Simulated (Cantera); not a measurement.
An isothermal, constant-pressure homogeneous reactor starts with 4.09 % H2, 10.8 % O2, 85.1 % N2, at 1348 K and 11000 Pa.

Detailed kinetics in Cantera: GRI-Mech 3.0 (53 species, 325 reactions). The temperature is held fixed by assumption; the heat of reaction is taken as removed at once.

x: mole fraction; the columns are a selection and need not sum to one.

```
t (s)           x H2    x O2    x N2O         x O        x OH         x H       x HO2
--------  ----------  ------  -------  ----------  ----------  ----------  ----------
2.00e-6       0.0409   0.108   <1e-12    2.96e-11    2.88e-11    7.79e-10    8.06e-10
5.97e-6       0.0409   0.108   <1e-12    2.40e-10    2.22e-10     2.22e-9     2.41e-9
1.78e-5       0.0409   0.108   <1e-12  (withheld)  (withheld)  (withheld)  (withheld)
5.32e-5       0.0409   0.108   <1e-12     1.47e-8     1.10e-8     3.21e-8     2.16e-8
0.000159      0.0409   0.108   <1e-12     5.49e-7     4.00e-7     1.06e-6     7.46e-8
0.000474      0.0206  0.0965  2.15e-9     0.00523     0.00285     0.00892     3.27e-6
0.00141      0.00223  0.0851  2.96e-8      0.0114     0.00259      0.0104     3.19e-6
0.00422      0.00127  0.0867  3.92e-8     0.00582     0.00196     0.00393     3.05e-6
0.0126      0.000307  0.0883  6.45e-8     0.00131    0.000963    0.000427     2.10e-6
0.0376       3.70e-5  0.0889  9.72e-8    0.000157    0.000335     1.76e-5     6.28e-7
0.112        5.05e-6  0.0891  1.14e-7     2.17e-5    0.000125     9.04e-7     1.22e-7
0.335     (withheld)  0.0891  1.13e-7  (withheld)  (withheld)  (withheld)  (withheld)
1.00         2.66e-7  0.0891  8.89e-8     1.17e-6     2.90e-5     1.13e-8     1.27e-8
```

Task: Fill in the missing entries.

Result: 
- 1.78e-5, x O: 1.78e-9
- 1.78e-5, x OH: 1.48e-9
- 1.78e-5, x H: 6.64e-9
- 1.78e-5, x HO2: 7.19e-9
- 0.335, x H2: 1.00e-6
- 0.335, x O: 4.36e-6
- 0.335, x OH: 5.61e-5
- 0.335, x H: 8.15e-8
- 0.335, x HO2: 2.93e-8
